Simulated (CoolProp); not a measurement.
A single-stage vapour-compression cycle with cis-2-butene: evaporating at 236.15 K (dew point), condensing at 275.15 K (bubble point), superheat 5 K, subcooling 8 K, compressor efficiency 0.65, no pressure losses. Each further row changes one setting.

Computed with CoolProp (reference Helmholtz-energy equation of state, Lemmon 2005). It is a short technical equation, of lower accuracy than the large ones.

| case | cooling COP | pressure ratio | discharge temperature (K) | refrigerating effect (kJ/kg) | volumetric capacity (kJ/m³) |
|---|---|---|---|---|---|
| as stated | [?] | 6.08 | 321.3 | 393 | 173 |
| evaporating temperature 241.15 K | 4.32 | [?] | [?] | 399 | 226 |
| condensing temperature 270.15 K | [?] | [?] | 312.6 | 404 | 178 |
| subcooling 13 K | 3.73 | 6.08 | 321.3 | 404 | 178 |
| superheat 15 K | 3.60 | 6.08 | 332.2 | 406 | [?] |
| compressor efficiency 0.55 | 3.07 | 6.08 | 333.8 | 393 | 173 |

Task: Some entries are withheld; supply them.

Result: 
- as stated, cooling COP: 3.63
- evaporating temperature 241.15 K, pressure ratio: 4.64
- evaporating temperature 241.15 K, discharge temperature (K): 314.8
- condensing temperature 270.15 K, cooling COP: 4.23
- condensing temperature 270.15 K, pressure ratio: 4.99
- superheat 15 K, volumetric capacity (kJ/m³): 172
